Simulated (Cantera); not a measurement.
Cantera run:

```python
import numpy as np
import cantera as ct

gas_names = """
    Br Br2 H HBr H2 N NH NH2 NH3 N2 N2H2 N2H4 Si SiBr SiBr2 SiBr3 SiBr4 SiH SiHBr3 SiH2 SiH2Br2 SiH3
    SiH3Br SiH4 SiN Si2 Si2N Si3
""".split()
cond_names = """
    Br2(cr) Br2(L) Si(cr) Si(L) Si3N4(a)
""".split()


# ... load() reads the species with a 1 bar reference pressure and builds the phases ...
atoms = {
    'Si': {'Si': 1},
    'HBr': {'H': 1, 'Br': 1},
    'N2': {'N': 2},
}
top_T = {'Si3N4(a)': 2400}  # K; cautious upper limits of use, not melting points


# ... equilibrate(T, P, feed) seeds the gas with the atoms and calls Mixture.equilibrate('TP', solver="vcs", rtol=1e-11, max_steps=5000) ...
results = []
feed = {'Si': 1, 'HBr': 15, 'N2': 0.31}  # mol
P = 4800  # Pa
for T in [1250, 1275, 1300, 1325, 1350, 1375, 1400, 1425, 1450]:
    mix = equilibrate(T, P, feed)
    results.append((T, P, feed, dict(zip(mix.species_names, mix.species_moles))))

top = {s: max(r[3][s] / sum(r[3][g] for g in gas_names) for r in results) for s in gas_names}
cols = sorted((s for s in top if top[s] > 0.0001), key=lambda s: -top[s])[:9]
seen = [c for c in cond_names if any(r[3].get(c, 0) > 1e-12 for r in results)]
print("log10 of partial pressures in bar; condensed amounts in mol")
print(f"{'T/K':>10s}" + "".join(f"{s[:9]:>10s}" for s in cols + seen))
for T, P, feed, n in results:
    ng = sum(n[g] for g in gas_names)
    print(f"{T:10.4g}" + "".join(f"{np.log10(max(n[s] / ng * P / 1e5, 1e-99)):10.3f}" for s in cols)
          + "".join(f"{n.get(c, 0):10.4g}" for c in seen))
```

Output:

```
log10 of partial pressures in bar; condensed amounts in mol
       T/K       HBr        H2     SiBr4        N2     SiBr2        Br     SiBr3    SiHBr3       Br2
      1250    -1.433    -2.177    -2.488    -2.984    -4.445    -4.166    -4.327    -4.898    -5.904
      1275    -1.433    -2.178    -2.494    -2.984    -4.227    -4.040    -4.195    -4.849    -5.813
      1300    -1.433    -2.181    -2.502    -2.985    -4.023    -3.918    -4.072    -4.807    -5.724
      1325    -1.433    -2.185    -2.514    -2.986    -3.831    -3.799    -3.958    -4.771    -5.637
      1350    -1.432    -2.190    -2.531    -2.987    -3.654    -3.684    -3.854    -4.743    -5.551
      1375    -1.431    -2.198    -2.553    -2.988    -3.492    -3.572    -3.762    -4.724    -5.466
      1400    -1.430    -2.207    -2.581    -2.990    -3.346    -3.462    -3.681    -4.716    -5.381
      1425    -1.430    -2.218    -2.617    -2.992    -3.216    -3.355    -3.613    -4.719    -5.297
      1450    -1.429    -2.231    -2.661    -2.994    -3.102    -3.250    -3.558    -4.734    -5.213
```

These are equilibrium values from Cantera (NASA tables, ideal gas, pure condensed phases), not measurements of a reactor. The tables' values for SiBr3 are old estimates; treat these amounts as uncertain.
